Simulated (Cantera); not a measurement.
Feed: 1 mol Si2Cl6, 2.4 mol HCl, 15 mol H2, equilibrated at 18.0 mbar.

Equilibrium computed with Cantera from the NASA thermochemical tables; the gas is ideal and each condensed phase is pure. Candidate condensed phases: Si; 19 gas species. The feed counts by its element totals alone. The tables' values for SiCl3 are old estimates; treat these amounts as uncertain. The numbers say what is thermodynamically allowed, not how fast it happens. All values below are at 1050 K.

Base state: H2 0.843, SiCl4 0.0850, HCl 0.0484, SiHCl3 0.0154, SiCl3 0.00400, SiCl2 0.00341, SiH2Cl2 0.000317 (mole fractions); condensed: gas only.

Question: What changes in the equilibrium state with this change: Si2Cl6 replaced by SiCl4?

Answer: 
```tsv
species	before	after
H2	0.843	0.811
HCl	0.0484	0.135
SiCl4	0.0850	0.0501
SiHCl3	0.0154	0.00313
SiH2Cl2	0.000317	2.22e-5
SiCl2	0.00341	0.000249
SiCl3	0.00400	0.000830
```
